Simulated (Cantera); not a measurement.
Standard-state values (1 bar) from the NASA 1993 polynomials, evaluated with Cantera. Values are per mole of reaction as written; species without (g) are pure solids or liquids, kept so even where they would boil at 1 bar.

K + HCl(g) → KCl + H(g), with ΔH° = -126.4 kJ and ΔS° = -54.2 J/K at 300 K.

How far is the shortcut ΔG° ≈ ΔH°(300 K) − T·ΔS°(300 K) from the full temperature-dependent value at 800, 900, 1000, 1100, 1200 K?


```json
[
 {"T (K)": "800", "shortcut (kJ)": "-83.0", "full (kJ)": "-83.8", "difference (kJ)": "0.9", "difference in log10 K": "-0.06", "condensed phases": "K(l), KCl(s)"},
 {"T (K)": "900", "shortcut (kJ)": "-77.6", "full (kJ)": "-79.4", "difference (kJ)": "1.8", "difference in log10 K": "-0.11", "condensed phases": "K(l), KCl(s)"},
 {"T (K)": "1000", "shortcut (kJ)": "-72.1", "full (kJ)": "-75.2", "difference (kJ)": "3.0", "difference in log10 K": "-0.16", "condensed phases": "K(l), KCl(s)"},
 {"T (K)": "1100", "shortcut (kJ)": "-66.7", "full (kJ)": "-72.6", "difference (kJ)": "5.9", "difference in log10 K": "-0.28", "condensed phases": "K(l), KCl(l)"},
 {"T (K)": "1200", "shortcut (kJ)": "-61.3", "full (kJ)": "-71.5", "difference (kJ)": "10.2", "difference in log10 K": "-0.44", "condensed phases": "K(l), KCl(l)"}
]
```
The shortcut ignores heat capacities and the phase changes listed.
